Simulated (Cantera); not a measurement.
Input (Python, Cantera):

```python
import numpy as np
import cantera as ct

gas = ct.Solution("gri30.yaml")
gas.TPX = 1425, 920000, {'CH4': 1, 'H2O': 0.36, 'H2': 0.15}
reactor = ct.IdealGasConstPressureReactor(gas, energy="off", clone=False)
net = ct.ReactorNet([reactor])
net.rtol, net.atol = 1e-08, 1e-18
show = ['CH4', 'H2O', 'H2', 'C2H4', 'CH2', 'C2H']
times = np.geomspace(0.001, 100, 9)

steps = ct.SolutionArray(gas, extra=["t"])
rows = []
print(f"{'t/s':>10s}{'T/K':>9s}{'P/Pa':>11s}" + "".join(f"{s:>11s}" for s in show))
for t in times:
    while net.time < t:
        t_next = net.step()
        steps.append(gas.state, t=t_next)
    rows.append([np.interp(t, steps.t, y) for y in (steps.T, steps.P, *steps(*show).X.T)])
    print(f"{t:10.3e}{rows[-1][0]:9.1f}{rows[-1][1]:11.4g}" + "".join(f"{x:11.3e}" for x in rows[-1][2:]))
rate = np.gradient(steps.T, steps.t)
print("integrator steps:", len(steps.t))
if steps.T.max() > steps.T[0] + 200:
    print(f"time of steepest temperature rise: {steps.t[rate.argmax()]:.4e} s")
gas.TPX = 1425, 920000, {'CH4': 1, 'H2O': 0.36, 'H2': 0.15}
gas.equilibrate("TP")
print(f"equilibrium (TP): T = {gas.T:.1f} K  " + "  ".join(f"{s} {gas[s].X[0]:.3e}" for s in show))
```

Output:

```
       t/s      T/K       P/Pa        CH4        H2O         H2       C2H4        CH2        C2H
 1.000e-03   1425.0    9.2e+05  6.615e-01  2.384e-01  9.971e-02  4.413e-05  4.462e-11  8.623e-16
 4.217e-03   1425.0    9.2e+05  6.590e-01  2.383e-01  1.013e-01  5.685e-04  6.678e-11  6.412e-14
 1.778e-02   1425.0    9.2e+05  6.470e-01  2.371e-01  1.101e-01  3.955e-03  7.794e-11  2.569e-12
 7.499e-02   1425.0    9.2e+05  5.983e-01  2.312e-01  1.483e-01  1.248e-02  9.577e-11  2.937e-11
 3.162e-01   1425.0    9.2e+05  4.790e-01  2.168e-01  2.411e-01  3.568e-02  1.645e-10  1.101e-10
 1.334e+00   1425.0    9.2e+05  4.395e-01  2.066e-01  2.759e-01  4.349e-02  1.892e-10  1.371e-10
 5.623e+00   1425.0    9.2e+05  4.378e-01  1.847e-01  2.957e-01  3.753e-02  1.593e-10  1.066e-10
 2.371e+01   1425.0    9.2e+05  4.215e-01  1.362e-01  3.477e-01  2.514e-02  1.099e-10  5.599e-11
 1.000e+02   1425.0    9.2e+05  3.720e-01  7.461e-02  4.324e-01  1.266e-02  6.911e-11  2.035e-11
integrator steps: 1205
equilibrium (TP): T = 1425.0 K  CH4 2.738e-01  H2O 9.725e-05  H2 5.601e-01  C2H4 4.096e-03  CH2 3.766e-11  C2H 4.469e-12
```

Cantera simulation using GRI-Mech 3.0 (53 species, 325 reactions); the numbers are that mechanism's predictions, not measurements. GRI-Mech 3.0 stops at C3 and has no aromatics, soot or wall deposition, so with more carbon than oxygen in the feed, carbon stays in small species such as C2H2 where larger ones or solid carbon would form.
